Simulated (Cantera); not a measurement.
What does this Cantera script print?

```python
import numpy as np
import cantera as ct

gas_names = """
    CL CL2 H HCL H2 Si SiCL SiCL2 SiCL3 SiCL4 SiH SiHCL3 SiH2 SiH2CL2 SiH3 SiH3CL SiH4 Si2 Si3
""".split()
cond_names = """
    Si(cr) Si(L)
""".split()


# ... load() reads the species with a 1 bar reference pressure and builds the phases ...
atoms = {
    'Si': {'Si': 1},
    'H2': {'H': 2},
    'Cl2': {'CL': 2},
}
top_T = {}  # K; cautious upper limits of use, not melting points


# ... equilibrate(T, P, feed) seeds the gas with the atoms and calls Mixture.equilibrate('TP', solver="vcs", rtol=1e-11, max_steps=5000) ...
results = []
feed = {'Si': 1, 'H2': 6, 'Cl2': 1.2}  # mol
T = 975  # K
P = 150000  # Pa
mix = equilibrate(T, P, feed)
results.append((T, P, feed, dict(zip(mix.species_names, mix.species_moles))))
x = sorted(zip(gas.X, gas.species_names), reverse=True)
print(f"T = {T:g} K  P = {P:g} Pa  gas = {mix.phase_moles(0):.4g} mol")
print("   x: " + "  ".join(f"{s} {v:.3e}" for v, s in x if v > 1e-05))
print("   condensed (mol): " + ("  ".join(f"{mix.phase(i).name} {mix.phase_moles(i):.4g}"
      for i in range(1, mix.n_phases) if mix.phase_moles(i) > 1e-12) or "none"))
```

It prints:

```
T = 975 K  P = 150000 Pa  gas = 6.536 mol
   x: H2 8.909e-01  SiCL4 5.765e-02  SiHCL3 4.060e-02  HCL 7.233e-03  SiH2CL2 2.994e-03  SiCL3 4.393e-04  SiCL2 9.479e-05  SiH3CL 5.577e-05
   condensed (mol): Si(cr) 0.3344
```

Method: chemical equilibrium by Gibbs-energy minimisation in Cantera with the NASA 1993 tables (ideal gas, pure condensed phases). The tables' values for SiCl3 are old estimates; treat these amounts as uncertain.
